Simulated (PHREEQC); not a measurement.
A solution holds 0.0037 mol Cu(NO3)2, 0.00037 mol HNO3 and 0.045 mol NaCl per kg of water, at 50 °C. Closed to the air; pH follows from the charge balance.

Model: ion-association model, phreeqc.dat, run in PHREEQC.

Task: The ionic strength comes out as 0.0554 mol/kgw. What activity coefficients do Cl-, Cu+2, Na+, H+, NO3- get?

Result: Cl- 0.80, Cu+2 0.45, Na+ 0.81, H+ 0.84, NO3- 0.79.

This is a speciation only: nothing precipitates in the calculation. Constants without temperature data keep their 25 °C values here.
